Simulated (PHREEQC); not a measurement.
Dissolve 93 mmol/kgw Cu(NO3)2, 110 mmol/kgw HBF4 and 60 mmol/kgw H3BO3 at 25 °C. Closed to the air; pH follows from the charge balance.

Computed with PHREEQC (ion-association model, wateq4f.dat).

**Question.** The ionic strength comes out as 0.389 mol/kgw. What activity coefficients do H+, NO3-, Cu+2, BF4-, BF(OH)3- get?

**Answer.** H+ 0.77, NO3- 0.64, Cu+2 0.27, BF4- 0.62, BF(OH)3- 0.62.

Precipitation was switched off in this run. Real BF4- forms and hydrolyses slowly; the run takes it at equilibrium.
